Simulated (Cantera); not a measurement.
A Cantera script and what it prints.

```python
import numpy as np
import cantera as ct

gas_names = """
    CL CL2 H HCL H2 Si SiCL SiCL2 SiCL3 SiCL4 SiH SiHCL3 SiH2 SiH2CL2 SiH3 SiH3CL SiH4 Si2 Si3
""".split()
cond_names = """
    Si(cr) Si(L)
""".split()


# ... load() reads the species with a 1 bar reference pressure and builds the phases ...
atoms = {
    'SiHCl3': {'Si': 1, 'H': 1, 'CL': 3},
    'Cl2': {'CL': 2},
    'H2': {'H': 2},
}
top_T = {}  # K; cautious upper limits of use, not melting points


# ... equilibrate(T, P, feed) seeds the gas with the atoms and calls Mixture.equilibrate('TP', solver="vcs", rtol=1e-11, max_steps=5000) ...
results = []
feed = {'SiHCl3': 1, 'Cl2': 0.0076, 'H2': 78}  # mol
P = 340  # Pa
for T in [800, 875, 950, 1025, 1100, 1175, 1250, 1325, 1400, 1475, 1550]:
    mix = equilibrate(T, P, feed)
    results.append((T, P, feed, dict(zip(mix.species_names, mix.species_moles))))
    x = sorted(zip(gas.X, gas.species_names), reverse=True)
    print(f"T = {T:g} K  P = {P:g} Pa  gas = {mix.phase_moles(0):.4g} mol")
    print("   x: " + "  ".join(f"{s} {v:.3e}" for v, s in x if v > 0.001))
    print("   condensed (mol): " + ("  ".join(f"{mix.phase(i).name} {mix.phase_moles(i):.4g}"
          for i in range(1, mix.n_phases) if mix.phase_moles(i) > 1e-12) or "none"))
```

It prints:

```
T = 800 K  P = 340 Pa  gas = 79.27 mol
   x: H2 9.876e-01  SiCL4 7.133e-03  HCL 3.053e-03  SiHCL3 2.086e-03
   condensed (mol): Si(cr) 0.2625
T = 875 K  P = 340 Pa  gas = 79.37 mol
   x: H2 9.845e-01  HCL 7.351e-03  SiCL4 6.178e-03  SiHCL3 1.810e-03
   condensed (mol): Si(cr) 0.3497
T = 950 K  P = 340 Pa  gas = 79.53 mol
   x: H2 9.790e-01  HCL 1.457e-02  SiCL4 4.460e-03  SiHCL3 1.374e-03
   condensed (mol): Si(cr) 0.4895
T = 1025 K  P = 340 Pa  gas = 79.75 mol
   x: H2 9.722e-01  HCL 2.346e-02  SiCL4 2.226e-03  SiCL2 1.010e-03
   condensed (mol): Si(cr) 0.65
T = 1100 K  P = 340 Pa  gas = 79.92 mol
   x: H2 9.672e-01  HCL 2.976e-02  SiCL2 1.865e-03
   condensed (mol): Si(cr) 0.754
T = 1175 K  P = 340 Pa  gas = 79.98 mol
   x: H2 9.655e-01  HCL 3.173e-02  SiCL2 2.379e-03
   condensed (mol): Si(cr) 0.7804
T = 1250 K  P = 340 Pa  gas = 80 mol
   x: H2 9.652e-01  HCL 3.195e-02  SiCL2 2.661e-03
   condensed (mol): Si(cr) 0.7764
T = 1325 K  P = 340 Pa  gas = 80.01 mol
   x: H2 9.653e-01  HCL 3.177e-02  SiCL2 2.865e-03
   condensed (mol): Si(cr) 0.7658
T = 1400 K  P = 340 Pa  gas = 80.01 mol
   x: H2 9.653e-01  HCL 3.151e-02  SiCL2 3.036e-03
   condensed (mol): Si(cr) 0.7544
T = 1475 K  P = 340 Pa  gas = 80.02 mol
   x: H2 9.653e-01  HCL 3.125e-02  SiCL2 3.185e-03
   condensed (mol): Si(cr) 0.7432
T = 1550 K  P = 340 Pa  gas = 80.03 mol
   x: H2 9.651e-01  HCL 3.099e-02  SiCL2 3.315e-03
   condensed (mol): Si(cr) 0.7319
```

Cantera equilibrium calculation (NASA polynomials, part measured and part estimated; ideal gas, pure solids and liquids). The tables' values for SiCl3 are old estimates; treat these amounts as uncertain.
